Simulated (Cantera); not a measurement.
Input (Python, Cantera) and output of one run.

```python
import numpy as np
import cantera as ct

gas_names = [...]  # 114 gases of nasa_gas.yaml made of C, Fe, H, O
cond_names = """
    C(gr) C6H6(L) C7H8(L) C8H18(L),n-octa Fe(a) Fe(c) Fe(d) Fe(L) FeC5O5(L) FeO(s) FeO(L) Fe(OH)2(s)
    Fe(OH)3(s) Fe2O3(s) Fe3O4(s) H2O(s) H2O(L)
""".split()


# ... load() reads the species with a 1 bar reference pressure and builds the phases ...
atoms = {
    'Fe3O4': {'Fe': 3, 'O': 4},
    'C': {'C': 1},
    'CO': {'C': 1, 'O': 1},
    'CH4': {'C': 1, 'H': 4},
}
top_T = {'C(gr)': 4500, 'Fe2O3(s)': 1830, 'Fe3O4(s)': 1870}  # K; cautious upper limits of use, not melting points


# ... equilibrate(T, P, feed) seeds the gas with the atoms and calls Mixture.equilibrate('TP', solver="vcs", rtol=1e-11, max_steps=5000) ...
results = []
feed = {'Fe3O4': 1, 'C': 1.3, 'CO': 0.16, 'CH4': 2.3}  # mol
P = 101325  # Pa
for T in [1148, 1248, 1348, 1448, 1548, 1648, 1748, 1848, 1948, 2048, 2148, 2248, 2348]:
    mix = equilibrate(T, P, feed)
    results.append((T, P, feed, dict(zip(mix.species_names, mix.species_moles))))

top = {s: max(r[3][s] / sum(r[3][g] for g in gas_names) for r in results) for s in gas_names}
cols = sorted((s for s in top if top[s] > 0.0001), key=lambda s: -top[s])[:9]
seen = [c for c in cond_names if any(r[3].get(c, 0) > 1e-12 for r in results)]
print("log10 of partial pressures in bar; condensed amounts in mol")
print(f"{'T/K':>10s}" + "".join(f"{s[:9]:>10s}" for s in cols + seen))
for T, P, feed, n in results:
    ng = sum(n[g] for g in gas_names)
    print(f"{T:10.4g}" + "".join(f"{np.log10(max(n[s] / ng * P / 1e5, 1e-99)):10.3f}" for s in cols)
          + "".join(f"{n.get(c, 0):10.4g}" for c in seen))
```

Output:

```
log10 of partial pressures in bar; condensed amounts in mol
       T/K        H2        CO       H2O       CO2        Fe         H       CH4        OH     Fe(a)     Fe(c)     Fe(d)     Fe(L)
      1148    -0.280    -0.362    -1.522    -1.677   -11.098    -7.285    -2.621   -10.751         3         0         0         0
      1248    -0.279    -0.358    -1.498    -1.768    -9.633    -6.470    -3.465    -9.679         0         3         0         0
      1348    -0.281    -0.355    -1.469    -1.835    -8.390    -5.776    -4.197    -8.758         0         3         0         0
      1448    -0.282    -0.354    -1.447    -1.893    -7.322    -5.177    -4.827    -7.965         0         3         0         0
      1548    -0.284    -0.352    -1.430    -1.944    -6.395    -4.653    -5.372    -7.276         0         3         0         0
      1648    -0.285    -0.351    -1.417    -1.990    -5.584    -4.193    -5.847    -6.673         0         3         0         0
      1748    -0.285    -0.350    -1.407    -2.030    -4.869    -3.784    -6.265    -6.140         0         0         3         0
      1848    -0.286    -0.350    -1.399    -2.066    -4.244    -3.419    -6.636    -5.665         0         0         0         3
      1948    -0.287    -0.349    -1.393    -2.098    -3.699    -3.090    -6.967    -5.240         0         0         0     2.998
      2048    -0.288    -0.349    -1.388    -2.126    -3.210    -2.794    -7.264    -4.857         0         0         0     2.995
      2148    -0.290    -0.349    -1.385    -2.152    -2.769    -2.525    -7.533    -4.510         0         0         0     2.986
      2248    -0.293    -0.351    -1.383    -2.177    -2.370    -2.280    -7.780    -4.195         0         0         0     2.964
      2348    -0.298    -0.354    -1.384    -2.200    -2.007    -2.057    -8.011    -3.908         0         0         0     2.917
```

Cantera equilibrium calculation (NASA polynomials, part measured and part estimated; ideal gas, pure solids and liquids).
